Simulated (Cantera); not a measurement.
A perfectly stirred reactor is fed with CH₄ : H₂ = 1 : 41 (molar parts), at 0.120 Torr; it is held at 1948 K, and followed from long to short residence time.

Computed with Cantera and GRI-Mech 3.0 (53 species, 325 reactions). GRI-Mech 3.0 stops at C3 and has no aromatics, soot or wall deposition, so with more carbon than oxygen in the feed, carbon stays in small species such as C2H2 where larger ones or solid carbon would form. Radical loss at walls, strong at low pressure, is not modelled.

**Question.** What does this change do: pressure from 0.120 Torr to 0.0900 Torr?

**Answer.** 
```tsv
quantity	before	after
x(CH₄) at τ = 8.60 s	0.00889	0.0104
x(H₂) at τ = 8.60 s	0.978	0.977
x(C₂H₂) at τ = 8.60 s	0.00671	0.00591
x(C₂H) at τ = 8.60 s	6.16e-7	5.06e-7
x(C₂H₆) at τ = 8.60 s	1.99e-7	2.46e-7
x(CH₄) at τ = 0.170 s	0.0236	0.0236
x(H₂) at τ = 0.170 s	0.976	0.976
x(C₂H₂) at τ = 0.170 s	3.81e-6	1.39e-6
x(C₂H) at τ = 0.170 s	2.93e-11	8.00e-12
x(C₂H₆) at τ = 0.170 s	2.60e-8	1.47e-8
```

**Question.** What does this change do: temperature 1948 to 1000 K?

**Answer.** 
```json
[
 {"quantity": "x(CH₄) at τ = 8.60 s", "before": "0.00889", "after": "0.0238"},
 {"quantity": "x(H₂) at τ = 8.60 s", "before": "0.978", "after": "0.976"},
 {"quantity": "x(C₂H₂) at τ = 8.60 s", "before": "0.00671", "after": "<1e-12"},
 {"quantity": "x(C₂H) at τ = 8.60 s", "before": "6.16e-7", "after": "<1e-12"},
 {"quantity": "x(C₂H₆) at τ = 8.60 s", "before": "1.99e-7", "after": "<1e-12"},
 {"quantity": "x(CH₄) at τ = 0.170 s", "before": "0.0236", "after": "0.0238"},
 {"quantity": "x(H₂) at τ = 0.170 s", "before": "0.976", "after": "0.976"},
 {"quantity": "x(C₂H₂) at τ = 0.170 s", "before": "3.81e-6", "after": "<1e-12"},
 {"quantity": "x(C₂H) at τ = 0.170 s", "before": "2.93e-11", "after": "<1e-12"},
 {"quantity": "x(C₂H₆) at τ = 0.170 s", "before": "2.60e-8", "after": "<1e-12"}
]
```
